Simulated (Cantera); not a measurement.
A closed system holds: 1 mol SiH4, 22 mol H2, 1.5 mol HCl, held at 368 Torr.

Equilibrium computed with Cantera from the NASA thermochemical tables; the gas is ideal and each condensed phase is pure. Candidate condensed phases: Si; 19 gas species. The tables' values for SiCl3 are old estimates; treat these amounts as uncertain. Kinetics and transport are ignored. All values below are at 1200 °C.

Base state: H2 0.950, HCl 0.0429, SiCl2 0.00610, SiCl3 0.000560, SiHCl3 0.000365, SiCl4 0.000176, SiH2Cl2 0.000119, H 1.76e-5 (mole fractions); condensed: Si(s).

Task: What changes in the equilibrium state with this change: H2 from 22 to 6.4 mol?

Result: 
```csv
species,before,after
H2,0.950,0.890
HCl,0.0429,0.0792
SiCl2,0.00610,0.0222
SiCl4,0.000176,0.00232
SiCl3,0.000560,0.00387
SiHCl3,0.000365,0.00244
SiH2Cl2,0.000119,0.000404
SiH3Cl,1.13e-5,1.95e-5
"Si(s), mol",0.813,0.693
```
